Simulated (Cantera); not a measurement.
Cantera run, input and output.

```python
import numpy as np
import cantera as ct

gas = ct.Solution("gri30.yaml")
gas.TPX = 1000, 11000, {'H2': 0.76, 'O2': 1, 'N2': 0.76}
reactor = ct.IdealGasConstPressureReactor(gas, energy="off", clone=False)
net = ct.ReactorNet([reactor])
net.rtol, net.atol = 1e-08, 1e-18
show = ['H2', 'O2', 'H2O2', 'NO2', 'NO']
times = np.geomspace(0.0004, 2, 10)

steps = ct.SolutionArray(gas, extra=["t"])
rows = []
print(f"{'t/s':>10s}{'T/K':>9s}{'P/Pa':>11s}" + "".join(f"{s:>11s}" for s in show))
for t in times:
    while net.time < t:
        t_next = net.step()
        steps.append(gas.state, t=t_next)
    rows.append([np.interp(t, steps.t, y) for y in (steps.T, steps.P, *steps(*show).X.T)])
    print(f"{t:10.3e}{rows[-1][0]:9.1f}{rows[-1][1]:11.4g}" + "".join(f"{x:11.3e}" for x in rows[-1][2:]))
rate = np.gradient(steps.T, steps.t)
print("integrator steps:", len(steps.t))
if steps.T.max() > steps.T[0] + 200:
    print(f"time of steepest temperature rise: {steps.t[rate.argmax()]:.4e} s")
gas.TPX = 1000, 11000, {'H2': 0.76, 'O2': 1, 'N2': 0.76}
gas.equilibrate("TP")
print(f"equilibrium (TP): T = {gas.T:.1f} K  " + "  ".join(f"{s} {gas[s].X[0]:.3e}" for s in show))
```

Output:

```
       t/s      T/K       P/Pa         H2         O2       H2O2        NO2         NO
 4.000e-04   1000.0    1.1e+04  3.015e-01  3.968e-01  6.044e-09  5.152e-18  2.397e-14
 1.031e-03   1000.0    1.1e+04  1.649e-02  2.928e-01  8.264e-06  2.497e-10  6.497e-07
 2.655e-03   1000.0    1.1e+04  2.822e-03  2.905e-01  4.512e-06  8.455e-09  6.593e-07
 6.840e-03   1000.0    1.1e+04  9.326e-04  2.900e-01  2.971e-06  2.880e-08  6.397e-07
 1.762e-02   1000.0    1.1e+04  2.568e-04  2.898e-01  1.343e-06  5.967e-08  6.091e-07
 4.540e-02   1000.0    1.1e+04  4.614e-05  2.897e-01  3.845e-07  8.085e-08  5.880e-07
 1.170e-01   1000.0    1.1e+04  4.746e-06  2.897e-01  1.182e-07  6.806e-08  6.008e-07
 3.013e-01   1000.0    1.1e+04  2.834e-07  2.897e-01  3.854e-08  3.832e-08  6.306e-07
 7.763e-01   1000.0    1.1e+04  1.769e-08  2.897e-01  1.347e-08  1.703e-08  6.519e-07
 2.000e+00   1000.0    1.1e+04  4.171e-09  2.897e-01  5.084e-09  7.572e-09  6.613e-07
integrator steps: 1633
equilibrium (TP): T = 1000.0 K  H2 1.750e-10  O2 2.897e-01  H2O2 1.785e-10  NO2 5.182e-07  NO 2.481e-05
```

Cantera simulation using GRI-Mech 3.0 (53 species, 325 reactions); the numbers are that mechanism's predictions, not measurements. Radical loss at walls, strong at low pressure, is not modelled. The temperature is held fixed by assumption; the heat of reaction is taken as removed at once.
